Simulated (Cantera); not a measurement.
# Formation from one mole of O2

Source: NASA polynomial tables (part measured, part estimated), evaluated in Cantera. Values are per mole of reaction as written; species without (g) are pure solids or liquids, kept so even where they would boil at 1 bar.

C + O2(g) → CO2(g)

```
T (K)  ΔH° (kJ)  ΔS° (J/K)  ΔG° (kJ)  log10 K
-----  --------  ---------  --------  -------
300      -393.5        2.9    -394.4    68.67
350      -393.5        2.8    -394.5    58.88
450      -393.6        2.6    -394.8    45.83
550      -393.7        2.4    -395.0    37.52
650      -393.9        2.1    -395.3    31.76
750      -394.1        1.9    -395.5    27.54
850      -394.3        1.6    -395.6    24.31
```

0.8 Ta + O2(g) → 0.4 Ta2O5

| T (K) | ΔH° (kJ) | ΔS° (J/K) | ΔG° (kJ) | log10 K |
|---|---|---|---|---|
| 300 | -818.4 | -181.0 | -764.1 | 133.04 |
| 350 | -818.1 | -180.2 | -755.1 | 112.68 |
| 450 | -817.3 | -178.2 | -737.1 | 85.56 |
| 550 | -816.3 | -176.1 | -719.4 | 68.32 |
| 650 | -815.0 | -174.0 | -701.9 | 56.41 |
| 750 | -813.7 | -172.1 | -684.6 | 47.68 |
| 850 | -812.2 | -170.3 | -667.5 | 41.02 |

Zr + O2(g) → ZrO2(g)

| T (K) | ΔH° (kJ) | ΔS° (J/K) | ΔG° (kJ) | log10 K |
|---|---|---|---|---|
| 300 | -286.2 | 29.7 | -295.1 | 51.38 |
| 350 | -286.6 | 28.5 | -296.6 | 44.26 |
| 450 | -287.3 | 26.8 | -299.3 | 34.74 |
| 550 | -287.9 | 25.6 | -301.9 | 28.67 |
| 650 | -288.5 | 24.6 | -304.4 | 24.46 |
| 750 | -289.1 | 23.6 | -306.8 | 21.37 |
| 850 | -289.9 | 22.7 | -309.2 | 19.00 |

2 Si + O2(g) → 2 SiO(g)

```tsv
T (K)	ΔH° (kJ)	ΔS° (J/K)	ΔG° (kJ)	log10 K
300	-200.9	180.3	-255.0	44.39
350	-201.4	178.7	-263.9	39.39
450	-202.6	175.7	-281.6	32.69
550	-204.0	172.9	-299.1	28.40
650	-205.4	170.5	-316.2	25.41
750	-206.9	168.4	-333.2	23.21
850	-208.4	166.5	-349.9	21.50
```
